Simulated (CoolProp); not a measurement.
Properties of C2F6 (R116) along the isotherm 315.9 K (Tc = 293.0 K, pc = 3048 kPa, ω = 0.257).

Values from CoolProp's reference Helmholtz-energy equation of state, Lemmon 2006. It is a short technical equation, of lower accuracy than the large ones.

```
p (kPa)          phase  speed of sound (m/s)  expansivity (1/kK)  viscosity (µPa s)
-------  -------------  --------------------  ------------------  -----------------
2340               gas                 116.3               7.720               16.7
4690     supercritical                 95.98               35.42               34.9
7030     supercritical                 166.6               11.47               68.8
9380     supercritical                 217.2               7.070               87.4
11700    supercritical                 254.1               5.425                102
14100    supercritical                 285.1               4.502                114
16400    supercritical                 310.6               3.934                126
18800    supercritical                 334.2               3.514                136
21100    supercritical                 354.6               3.212                146
23400    supercritical                 373.4               2.974                156
25800    supercritical                 391.5               2.773                166
28100    supercritical                 407.8               2.612                175
30500    supercritical                 423.8               2.471                185
```

Viscosity comes from a separate model (Huber 2003), an estimate that may be off by 10 % or more.
